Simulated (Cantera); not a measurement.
Feed: 1 mol FeS, 3.6 mol SO3, 0.38 mol O2, at 1700 K and 13.3 mbar.

Method: chemical equilibrium by Gibbs-energy minimisation in Cantera with the NASA 1993 tables (ideal gas, pure condensed phases). Candidate condensed phases: Fe, FeO, FeS, FeSO4, FeS2, Fe2O3, Fe2(SO4)3, Fe3O4, S; 12 gas species. The numbers say what is thermodynamically allowed, not how fast it happens.

Base state: SO2 0.899, O2 0.100, SO3 0.000501, SO 0.000149, O 0.000123 (mole fractions); condensed: Fe3O4(s).

What changes in the equilibrium state with this change: FeS replaced by MgO?


```json
[
 {"species": "SO2", "before": "0.899", "after": "0.622"},
 {"species": "O2", "before": "0.100", "after": "0.377"},
 {"species": "SO3", "before": "0.000501", "after": "0.000672"},
 {"species": "SO", "before": "0.000149", "after": "5.31e-5"},
 {"species": "O", "before": "0.000123", "after": "0.000238"},
 {"species": "Fe3O4(s), mol", "before": "0.333", "after": "0"},
 {"species": "MgO(s), mol", "before": "0", "after": "1.00"}
]
```
Further candidate phases: Mg, MgO, MgS, MgSO4.

What changes in the equilibrium state with this change: temperature from 1700 K to 1325 K?


| species | before | after |
|---|---|---|
| SO2 | 0.899 | 0.913 |
| O2 | 0.100 | 0.0840 |
| SO3 | 0.000501 | 0.00315 |
| SO | 0.000149 | 3.91e-7 |
| O | 0.000123 | 6.92e-7 |
| Fe3O4(s), mol | 0.333 | 0 |
| Fe2O3(s), mol | 0 | 0.500 |

What changes in the equilibrium state with this change: temperature from 1700 K to 750 K?


```json
[
 {"species": "SO2", "before": "0.899", "after": "0.986"},
 {"species": "SO3", "before": "0.000501", "after": "0.0135"},
 {"species": "O2", "before": "0.100", "after": "1.66e-6"},
 {"species": "SO", "before": "0.000149", "after": "<1e-9"},
 {"species": "O", "before": "0.000123", "after": "<1e-9"},
 {"species": "Fe3O4(s), mol", "before": "0.333", "after": "0"},
 {"species": "Fe2O3(s), mol", "before": "0", "after": "0.230"},
 {"species": "Fe2(SO4)3(s), mol", "before": "0", "after": "0.270"}
]
```
